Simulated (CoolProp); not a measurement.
A closed Brayton cycle with carbon dioxide: compressor inlet 319.15 K and 9.3 MPa, high pressure 18.2 MPa, turbine inlet 640 K, compressor efficiency 0.89, turbine efficiency 0.85, recuperator effectiveness 0.8 (on enthalpy, no pinch check). Each further row changes one setting.

Values from CoolProp's reference Helmholtz-energy equation of state, Span 1996.

```csv
case,thermal efficiency (%),net work (kJ/kg),compressor to turbine work,compressor exit (K),turbine exit (K)
as stated,…,40.5,0.36,361.2,572.5
turbine inlet 590 K,…,…,0.40,361.2,524.9
compressor inlet 329.15 K,19.4,33.7,0.47,…,572.5
high pressure 15.5 MPa,18.0,32.5,0.34,351.1,588.5
recuperator effectiveness 0.5,14.7,40.5,0.36,361.2,572.5
```

**Question.** Some entries are withheld; supply them.

**Answer.** 
- as stated, thermal efficiency (%): 20.4
- turbine inlet 590 K, thermal efficiency (%): 18.8
- turbine inlet 590 K, net work (kJ/kg): 34.1
- compressor inlet 329.15 K, compressor exit (K): 381.7
